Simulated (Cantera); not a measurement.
A perfectly stirred reactor is fed with CO : H2 : CH4 : O2 : N2 = 1 : 0.32 : 0.13 : 1.42 : 5.32 (molar parts), at 4.93 atm; it is adiabatic with a 350 K inlet, and is followed from long to short residence time, starting on the burning branch (τ in s: 0.46, 0.18, 0.068, 0.026, 0.01, 0.0039, 0.0015, 0.00057, 0.00022, 8.5e-05).

Computed with Cantera and GRI-Mech 3.0 (53 species, 325 reactions).

x: mole fraction; the columns are a selection and need not sum to one.

```
τ (s)    T (K)      x CO      x H2     x CH4    x C2H4     x HCO    x NO2
-------  -----  --------  --------  --------  --------  --------  -------
0.46      2001  0.000401   4.26e-5   1.55e-7    <1e-12  2.19e-10  2.19e-6
0.18      2001  0.000476   4.81e-5   3.73e-7  2.83e-12  5.56e-10  1.12e-6
0.068     2000  0.000657   6.14e-5   8.78e-7  1.44e-11       ___  6.05e-7
0.026     1996   0.00105   9.06e-5   1.88e-6  5.63e-11       ___  4.02e-7
0.010     1989   0.00182  0.000150   3.69e-6  1.67e-10       ___  3.20e-7
0.0039    1975   0.00325  0.000260   6.90e-6  3.99e-10       ___  2.66e-7
0.0015    1951   0.00584  0.000457   1.29e-5  8.52e-10       ___  1.99e-7
0.00057   1909    0.0104  0.000791   2.50e-5   1.74e-9       ___  1.30e-7
0.00022   1840    0.0181   0.00130   5.16e-5   3.73e-9       ___  8.21e-8
8.5e-5    1719    0.0327   0.00206  0.000133   1.13e-8       ___  4.94e-8
```

**Question.** Fill in the missing entries.

**Answer.** 
- 0.068, x HCO: 1.47e-9
- 0.026, x HCO: 3.86e-9
- 0.010, x HCO: 1.02e-8
- 0.0039, x HCO: 2.67e-8
- 0.0015, x HCO: 7.12e-8
- 0.00057, x HCO: 1.93e-7
- 0.00022, x HCO: 5.11e-7
- 8.5e-5, x HCO: 1.35e-6
